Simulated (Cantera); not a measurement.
Input: 1 mol SiH2Cl2, 0.71 mol N2, 80 mol H2, equilibrated at 240 Pa.

Method: chemical equilibrium by Gibbs-energy minimisation in Cantera with the NASA 1993 tables (ideal gas, pure condensed phases). Candidate condensed phases: NH4Cl, Si, Si3N4; 28 gas species. The tables' values for SiCl are old estimates; treat these amounts as uncertain. Gases not in the tables: Si2H6 and higher silanes. Rates play no part. All values below are at 1477 °C.

Base state: H2 0.963, HCl 0.0209, N2 0.00856, H 0.00466, SiCl2 0.00151, Si 0.000625, Cl 7.81e-5, SiCl 7.67e-5 (mole fractions); condensed: Si(l).

### Question
What changes in the equilibrium state with this change: H2 from 80 to 4.4 mol?

### Answer
| species | before | after |
|---|---|---|
| H2 | 0.963 | 0.692 |
| HCl | 0.0209 | 0.126 |
| N2 | 0.00856 | 0.0996 |
| SiCl2 | 0.00151 | 0.0761 |
| SiCl3 | 9.99e-7 | 0.000358 |
| SiCl | 7.67e-5 | 0.000545 |
| Si(l), mol | 0.810 | 0.445 |
The tables' values for SiCl, SiCl3 are old estimates; treat these amounts as uncertain.
